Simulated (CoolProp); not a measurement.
Vapour-liquid equilibrium of n-hexane (1) + hexamethyldisiloxane (MM) (2) at 0.0527 MPa; x and y are mole fractions of (1).

The numbers come from the multi-fluid Helmholtz-energy mixture model, Thol 2019 and Thol 2016; pair parameters Bell 2016 in CoolProp.

| x | bubble temperature (K) | y at the bubble point | dew temperature at overall composition x (K) | liquid density (mol/L) |
|---|---|---|---|---|
| 0.05 | 350.6 | 0.110 | 351.8 | … |
| 0.2 | 345.3 | 0.372 | 348.9 | … |
| 0.35 | … | 0.569 | 345.8 | … |
| 0.5 | 335.9 | 0.724 | 342.3 | 5.536 |
| 0.65 | 331.5 | 0.843 | 338.2 | 6.002 |
| 0.8 | 327.3 | 0.929 | 333.2 | 6.528 |
| 0.95 | 323.6 | 0.986 | 326.1 | 7.121 |

### Question
Fill in the missing entries.

### Answer

- 0.05, liquid density (mol/L): 4.414
- 0.2, liquid density (mol/L): 4.750
- 0.35, bubble temperature (K): 340.5
- 0.35, liquid density (mol/L): 5.121

No azeotrope shows between x = 0.05 and 0.95.

Pair parameters are fitted to limited data, so mixtures are less certain than the pure fluids.
